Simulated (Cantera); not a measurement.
An isothermal plug-flow reactor at 698 K and 0.365 atm (inlet), inlet velocity 4.3 m/s, active area per volume 170 1/m; feed H₂ : O₂ : N₂ : H₂O = 0.0025 : 0.011 : 0.79 : 0.045 (molar parts).

Model: Deutschmann's 1995 Pt surface mechanism with GRI-Mech 3.0 gas chemistry, integrated in Cantera. Catalytic surfaces can have several steady states; this one follows from the mechanism file's or the stated starting coverage. Mass transfer to the wall is taken as infinitely fast.

One state of this run: x H₂ = 0.00196; x O₂ = 0.0125; x H₂O = 0.0540; θ free Pt = 0.282; θ O* = 0.706; θ OH* = 0.0126. x: gas mole fraction; θ: surface coverage.

Which value of z (m) does it belong to?
(A) 0.00096
(B) 0.00021
(C) 0.00045
(D) 0.0021

A, 0.00096
